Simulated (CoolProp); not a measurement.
Toluene along the isobar 6.1 MPa: fugacity coefficient from the reference equation and from simpler models built on Tc = 591.7 K, pc = 4.126 MPa, ω = 0.266; each cubic takes its own stable root.

Values from CoolProp's reference Helmholtz-energy equation of state, Lemmon 2006. It is a short technical equation, of lower accuracy than the large ones.

| T (K) | phase | reference |
|---|---|---|
| 540.4 | liquid | 0.3002 |
| 545.7 | liquid | 0.3169 |
| 551 | liquid | 0.3339 |
| 556.3 | liquid | 0.3512 |
| 561.6 | liquid | 0.3688 |
| 566.9 | liquid | 0.3867 |
| 572.2 | liquid | 0.4047 |
| 577.5 | liquid | 0.4229 |
| 582.8 | liquid | 0.4412 |
| 588.2 | liquid | 0.4599 |
| 593.5 | supercritical | 0.4783 |
| 598.8 | supercritical | 0.4965 |
| 604.1 | supercritical | 0.5146 |
| 609.4 | supercritical | 0.5324 |
| 614.7 | supercritical | 0.5498 |
| 620 | supercritical | 0.5666 |

**Question.** How far does each simpler model (van der Waals, Redlich-Kwong, Soave-Redlich-Kwong, Peng-Robinson) lie from the reference over these 16 states: mean and median of the absolute difference, and the worst?

**Answer.** 
- van der Waals: mean 18.7 %, median 17.1 %, worst +38.5 % at 540.4 K and 6.1 MPa
- Redlich-Kwong: mean 8.1 %, median 7.7 %, worst +15.6 % at 540.4 K and 6.1 MPa
- Soave-Redlich-Kwong: mean 5.9 %, median 6.1 %, worst +6.5 % at 540.4 K and 6.1 MPa
- Peng-Robinson: mean 1.2 %, median 1.4 %, worst +1.7 % at 545.7 K and 6.1 MPa
